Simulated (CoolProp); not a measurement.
R124 along the isobar 3.97 MPa: density (kg/m³) from the reference equation and from simpler models built on Tc = 122.3 °C, pc = 3.624 MPa, ω = 0.288; each cubic takes its own stable root.

The numbers come from the reference Helmholtz-energy equation of state, de Vries 1995 in CoolProp.

| T (°C) | phase | reference | van der Waals | Peng-Robinson |
|---|---|---|---|---|
| 47.55 | liquid | 1296 | 808.6 | 1330 |
| 64.15 | liquid | 1233 | 771.8 | 1250 |
| 80.75 | liquid | 1160 | 729.2 | 1154 |
| 97.35 | liquid | 1070 | 677.2 | 1033 |
| 113.95 | liquid | 940.2 | 605.6 | 859.8 |
| 130.55 | supercritical | 385.1 | 434.2 | 386.6 |
| 147.05 | supercritical | 259.5 | 267.3 | 265.8 |
| 163.65 | supercritical | 219.2 | 227.6 | 224.3 |
| 180.25 | supercritical | 195.1 | 203.7 | 199.2 |
| 196.85 | supercritical | 178.1 | 186.5 | 181.3 |
